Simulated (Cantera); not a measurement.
Charge: 1 mol N₂O, 0.7 mol O₂, 0.89 mol H₂, 0.096 mol SO₂, held at 1000 Pa.

Equilibrium computed with Cantera from the NASA thermochemical tables; the gas is ideal and each condensed phase is pure. Candidate condensed phases: H₂O, H₂SO₄, S; 35 gas species. Kinetics and transport are ignored. All values below are at 2673 K.

Base state: N₂ 0.287, O₂ 0.176, O 0.135, H₂O 0.130, H 0.103, OH 0.0827, H₂ 0.0403, SO₂ 0.0208 (mole fractions); condensed: gas only.

Problem. What changes in the equilibrium state with this change: O₂ from 0.7 to 2.5 mol?

Solution. 
```tsv
species	before	after
O₂	0.176	0.365
O	0.135	0.194
N₂	0.287	0.172
H₂	0.0403	0.0162
H₂O	0.130	0.0751
H	0.103	0.0652
SO₂	0.0208	0.0140
NO	0.0169	0.0188
OH	0.0827	0.0754
SH	2.82e-5	5.81e-6
S	0.000558	0.000181
```
